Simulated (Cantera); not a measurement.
Cantera run:

```python
import numpy as np
import cantera as ct

gas_names = """
    H HNO HNO2 HNO3 HO2 H2 H2O H2O2 N NH NH2 NH3 NH2OH NO NO2 NO3 N2 N2H2 N2H4 N2O O OH O2 O3 Pb PbO Pb2
""".split()
cond_names = """
    H2O(s) H2O(L) Pb(cr) Pb(L) PbO(rd) PbO(yw) PbO(L) PbO2(s) Pb3O4(s)
""".split()


# ... load() reads the species with a 1 bar reference pressure and builds the phases ...
atoms = {
    'PbO': {'Pb': 1, 'O': 1},
    'H2': {'H': 2},
    'N2': {'N': 2},
}
top_T = {'Pb3O4(s)': 820}  # K; cautious upper limits of use, not melting points


# ... equilibrate(T, P, feed) seeds the gas with the atoms and calls Mixture.equilibrate('TP', solver="vcs", rtol=1e-11, max_steps=5000) ...
results = []
feed = {'PbO': 1, 'H2': 0.24, 'N2': 0.15}  # mol
P = 77000  # Pa
for T in [873, 973, 1073, 1173, 1273, 1373, 1473, 1573]:
    mix = equilibrate(T, P, feed)
    results.append((T, P, feed, dict(zip(mix.species_names, mix.species_moles))))
    x = sorted(zip(gas.X, gas.species_names), reverse=True)
    print(f"T = {T:g} K  P = {P:g} Pa  gas = {mix.phase_moles(0):.4g} mol")
    print("   x: " + "  ".join(f"{s} {v:.3e}" for v, s in x if v > 1e-06))
    print("   condensed (mol): " + ("  ".join(f"{mix.phase(i).name} {mix.phase_moles(i):.4g}"
          for i in range(1, mix.n_phases) if mix.phase_moles(i) > 1e-12) or "none"))
```

It prints:

```
T = 873 K  P = 77000 Pa  gas = 0.39 mol
   x: H2O 6.153e-01  N2 3.846e-01  H2 5.469e-05
   condensed (mol): Pb(L) 0.24  PbO(yw) 0.76
T = 973 K  P = 77000 Pa  gas = 0.39 mol
   x: H2O 6.153e-01  N2 3.846e-01  H2 8.205e-05  Pb 1.136e-05
   condensed (mol): Pb(L) 0.24  PbO(yw) 0.76
T = 1073 K  P = 77000 Pa  gas = 0.39 mol
   x: H2O 6.152e-01  N2 3.846e-01  H2 1.164e-04  Pb 9.491e-05  PbO 3.778e-06
   condensed (mol): Pb(L) 0.2399  PbO(yw) 0.76
T = 1173 K  P = 77000 Pa  gas = 0.3902 mol
   x: H2O 6.149e-01  N2 3.844e-01  Pb 5.477e-04  H2 1.632e-04  PbO 5.014e-05
   condensed (mol): Pb(L) 0.2397  PbO(L) 0.76
T = 1273 K  P = 77000 Pa  gas = 0.3911 mol
   x: H2O 6.134e-01  N2 3.836e-01  Pb 2.384e-03  PbO 3.631e-04  H2 2.637e-04
   condensed (mol): Pb(L) 0.239  PbO(L) 0.76
T = 1373 K  P = 77000 Pa  gas = 0.394 mol
   x: H2O 6.087e-01  N2 3.807e-01  Pb 8.331e-03  PbO 1.934e-03  H2 4.011e-04  OH 2.059e-06  Pb2 1.437e-06
   condensed (mol): Pb(L) 0.2366  PbO(L) 0.7594
T = 1473 K  P = 77000 Pa  gas = 0.4031 mol
   x: H2O 5.948e-01  N2 3.721e-01  Pb 2.445e-02  PbO 8.071e-03  H2 5.746e-04  OH 9.309e-06  Pb2 8.601e-06  NO 2.478e-06  O2 2.387e-06
   condensed (mol): Pb(L) 0.2299  PbO(L) 0.757
T = 1573 K  P = 77000 Pa  gas = 0.4286 mol
   x: H2O 5.591e-01  N2 3.499e-01  Pb 6.237e-02  PbO 2.770e-02  H2 7.628e-04  Pb2 4.065e-05  OH 3.387e-05  O2 1.609e-05  NO 1.003e-05  H 1.280e-06
   condensed (mol): Pb(L) 0.2129  PbO(L) 0.7484
```

Equilibrium computed with Cantera from the NASA thermochemical tables; the gas is ideal and each condensed phase is pure. Each liquid is taken as pure. Mutual solubility and eutectic melting of coexisting phases are not modelled. Gases not in the tables: (PbO)n polymers.
